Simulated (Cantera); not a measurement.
A closed system holds: 1 mol Fe(CO)5, 0.17 mol CO, 8.7 mol N2, held at 10.0 Torr.

These are equilibrium values from Cantera (NASA tables, ideal gas, pure condensed phases), not measurements of a reactor. Candidate condensed phases: C, Fe, Fe(CO)5, FeO, Fe2O3, Fe3O4; 27 gas species. Condensed phases not in the tables: cementite and carbon dissolved in iron. Equilibrium is a limit: real reactors are often held back by kinetics, nucleation or transport.

At 1098 K, list the 3 most abundant gas species with their mole fractions, and the condensed phases.

N2 0.627, CO 0.372, CO2 0.000169. Condensed: C(graphite) + Fe(α).
